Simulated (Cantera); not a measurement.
Charge: 1 mol CH₃SiCl₃, 2.5 mol H₂, at 2227 °C and 0.380 bar.

Equilibrium computed with Cantera from the NASA thermochemical tables; the gas is ideal and each condensed phase is pure. The feed counts by its element totals alone. The tables' values for SiCl, SiCl₃ are old estimates; treat these amounts as uncertain. Gases not in the tables: Si₂H₆ and higher silanes. Rates play no part.

```csv
species,before,after
H₂,0.514,0.652
HCl,0.345,0.261
SiCl₄,1.47e-5,0.0765
SiCl₂,0.0818,0.000498
Cl,0.0139,1.41e-7
H,0.0293,4.08e-7
SiCl,0.00382,<1e-9
Si,0.00299,<1e-9
SiC₂,0.000776,<1e-9
Si₂C,0.000428,<1e-9
SiH,0.000350,<1e-9
SiH₂,0.000126,<1e-9
"C(graphite), mol",0.445,0.421
"SiC(s), mol",0.479,0.568
```
Gas species are given as mole fractions.

Q: What was changed between the two runs?
A) pressure from 0.380 bar to 0.260 bar
B) H₂ from 2.5 to 6.4 mol
C) temperature from 2227 °C to 952 °C
D) pressure from 0.380 bar to 27.0 mbar

A: C, temperature from 2227 °C to 952 °C. The tables' values for SiCl₃ are old estimates; treat these amounts as uncertain
